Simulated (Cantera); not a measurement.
Gas mixture: 53.2 % NO, 46.8 % CO2, at 0.0267 bar, frozen composition.

Cantera's kinetic-theory transport with the Lennard-Jones parameters of GRI-Mech 3.0, ideal gas; thermal conductivity in the multicomponent form. The composition is frozen, though it would react at the higher temperatures.

D: mixture-averaged diffusion coefficient of that species in the mixture.

| T (K) | ρ (kg/m³) | cp (J/kg/K) | μ (µPa s) | λ (mW/m/K) | Pr | D (cm²/s) CO2 | D (cm²/s) H2O | D (cm²/s) O |
|---|---|---|---|---|---|---|---|---|
| 400 | 0.0293 | 964.4 | 21.3 | 28.9 | 0.712 | 9.92 | 12.7 | 18.0 |
| 600 | 0.0195 | 1061 | ? | ? | 0.719 | ? | ? | ? |
| 800 | 0.0147 | 1135 | ? | ? | 0.721 | ? | ? | ? |
| 1000 | 0.0117 | 1190 | 42.0 | 69.2 | 0.723 | 48.4 | 69.7 | 85.7 |
| 1200 | 0.00977 | 1227 | 47.6 | 80.8 | 0.723 | 65.8 | 96.1 | 116 |
| 1400 | 0.00837 | 1256 | 52.8 | 91.6 | 0.723 | 85.2 | 126 | 150 |
| 1600 | 0.00733 | 1278 | 57.6 | 102 | 0.723 | 106 | 158 | 188 |
| 1800 | 0.00651 | 1294 | 62.3 | 112 | 0.723 | 130 | 193 | 228 |

What belongs in the gaps?


- 600, μ (µPa s): 29.2
- 600, λ (mW/m/K): 43.1
- 600, D (cm²/s) CO2: 20.3
- 600, D (cm²/s) H2O: 27.5
- 600, D (cm²/s) O: 36.2
- 800, μ (µPa s): 36.0
- 800, λ (mW/m/K): 56.6
- 800, D (cm²/s) CO2: 33.2
- 800, D (cm²/s) H2O: 46.7
- 800, D (cm²/s) O: 59.0
